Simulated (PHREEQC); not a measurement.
## Metal-bearing waste water

A solution holds 5.7 mmol/kgw CdCl2, 33 mmol/kgw CuCl2 and 11 mmol/kgw NaHCO3, at 55 °C. Closed to the air; pH follows from the charge balance.

Model: ion-association model, wateq4f.dat, run in PHREEQC.

Each row changes one thing in this solution. Precipitation was switched off in this run.

| case | pH | ionic strength (mol/kgw) | Cl- (mol/kgw) | Cu+2 (mol/kgw) | CO2 (mol/kgw) | CuCl+ (mol/kgw) | SI of Otavite (CdCO3) | SI of Cu(OH)2 (Cu(OH)2) |
|---|---|---|---|---|---|---|---|---|
| as made | 5.27 | 0.0910 | 0.0673 | 0.0182 | 0.00675 | 0.00487 | +0.75 | +0.78 |
| diluted 100-fold with water | 5.95 | 0.00114 | 0.000769 | 0.000257 | 7.01e-5 | 1.73e-6 | -0.94 | +0.63 |
| CuCl2 from 0.033 to 0.0033 mol/kgw | 6.61 | 0.0253 | 0.0153 | 0.000295 | 0.00254 | 2.53e-5 | +3.46 | +1.81 |
| CdCl2 from 0.0057 to 0.0285 mol/kgw | 5.30 | 0.117 | 0.0896 | 0.0174 | 0.00669 | 0.00575 | +1.40 | +0.79 |
| 0.0068 mol/kgw KBr added | 5.27 | 0.0978 | 0.0677 | 0.0182 | 0.00675 | 0.00482 | +0.72 | +0.77 |

Species that the database lacks are ignored. Some of these states are supersaturated (in Atacamite, Malachite, Otavite, for instance). At this temperature some constants are extrapolated from 25 °C, and those without enthalpy data are left unchanged.
